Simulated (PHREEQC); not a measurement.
Make-up at 20 °C: 0.0076 mol/kgw HBr and 0.28 mol/kgw MnSO4. Closed to the air; pH follows from the charge balance.

All values are PHREEQC results (ion-association model, phreeqc.dat), not measurements.

Each row changes one thing in this solution. Precipitation was switched off in this run.

```json
[
 {"case": "as made", "pH": "2.78", "ionic strength (mol/kgw)": "0.576", "Mn+2 (mol/kgw)": "0.145", "SO4-2 (mol/kgw)": "0.139", "MnSO4 (mol/kgw)": "0.135", "HSO4- (mol/kgw)": "0.00540"},
 {"case": "temperature from 20 to 45 °C", "pH": "2.92", "ionic strength (mol/kgw)": "0.490", "Mn+2 (mol/kgw)": "0.124", "SO4-2 (mol/kgw)": "0.118", "MnSO4 (mol/kgw)": "0.156", "HSO4- (mol/kgw)": "0.00601"},
 {"case": "HBr from 0.0076 to 0.0152 mol/kgw", "pH": "2.47", "ionic strength (mol/kgw)": "0.581", "Mn+2 (mol/kgw)": "0.147", "SO4-2 (mol/kgw)": "0.136", "MnSO4 (mol/kgw)": "0.133", "HSO4- (mol/kgw)": "0.0107"},
 {"case": "0.059 mol/kgw HNO3 added", "pH": "1.77", "ionic strength (mol/kgw)": "0.623", "Mn+2 (mol/kgw)": "0.161", "SO4-2 (mol/kgw)": "0.117", "MnSO4 (mol/kgw)": "…", "HSO4- (mol/kgw)": "0.0443"},
 {"case": "temperature from 20 to 70 °C", "pH": "3.11", "ionic strength (mol/kgw)": "0.429", "Mn+2 (mol/kgw)": "0.109", "SO4-2 (mol/kgw)": "…", "MnSO4 (mol/kgw)": "0.171", "HSO4- (mol/kgw)": "…"},
 {"case": "diluted 2-fold with water", "pH": "2.96", "ionic strength (mol/kgw)": "0.307", "Mn+2 (mol/kgw)": "0.0770", "SO4-2 (mol/kgw)": "0.0745", "MnSO4 (mol/kgw)": "0.0630", "HSO4- (mol/kgw)": "0.00242"}
]
```

Task: Fill in the missing entries.

Result: 
- 0.059 mol/kgw HNO3 added, MnSO4 (mol/kgw): 0.119
- temperature from 20 to 70 °C, SO4-2 (mol/kgw): 0.102
- temperature from 20 to 70 °C, HSO4- (mol/kgw): 0.00656

At this temperature some constants are extrapolated from 25 °C, and those without enthalpy data are left unchanged.
